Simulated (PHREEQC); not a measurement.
A solution holds 0.066 mol/kgw Cu(NO3)2, 0.0015 mol/kgw HNO3 and 0.0038 mol/kgw FeCl3, at 20 °C. Closed to the air; pH follows from the charge balance.

All values are PHREEQC results (ion-association model, phreeqc.dat), not measurements.

This is a speciation only: nothing precipitates in the calculation.

Problem. Order these Cl species by the share of Cl that they hold, largest first: Cl-, CuCl+, FeCl+2.

Solution. Cl- (95 %), CuCl+ (4.2 %), FeCl+2 (1.2 %)

Problem. Order these Fe species by the share of Fe that they hold, largest first: Fe2(OH)2+4, Fe+3, Fe3(OH)4+5, FeCl+2, FeOH+2.

Solution. Fe+3 (41 %), FeOH+2 (29 %), Fe2(OH)2+4 (20 %), Fe3(OH)4+5 (4.4 %), FeCl+2 (3.6 %)

The pH is 2.53 and the ionic strength 0.219 mol/kgw. The solution is supersaturated, for example in Hematite (slow to form), Goethite (slow to form), so a real one may precipitate; this is no full list.
